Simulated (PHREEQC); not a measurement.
A column of 0.2 m (40 cells, dispersivity 0.007 m, 720 s a shift, diffusion coefficient 3e-10 m²/s) holds 0.0021 eq of the database's cation exchanger X per kg of pore water, first in equilibrium with 38 mmol/kgw LiCl and 0.01 mmol/kgw HCl. It is flushed with 0.0011 mol Na2SO4, 0.0011 mol MgCl2 and 1e-05 mol HCl per kg of water, at 25 °C. Values are for the last cell. No CO2 enters from the air. No solid was allowed to form.

The series has 31 steps of pore volumes, from 0 to 3.013.

Computed with PHREEQC (ion-association model, phreeqc.dat).

Problem. After how many pore volumes does Na at the outlet first reach half of its feed value?

Solution. By 1.2 pore volumes; it later peaks at 0.00321 mol/kgw, above the feed's 0.00220.

Problem. After how many pore volumes does S at the outlet first reach half of its feed value?

Solution. By 1.0 pore volumes.

Problem. After how many pore volumes does Mg at the outlet first reach half of its feed value?

Solution. By 1.9 pore volumes.

Complexes and solids missing from the database can't appear.
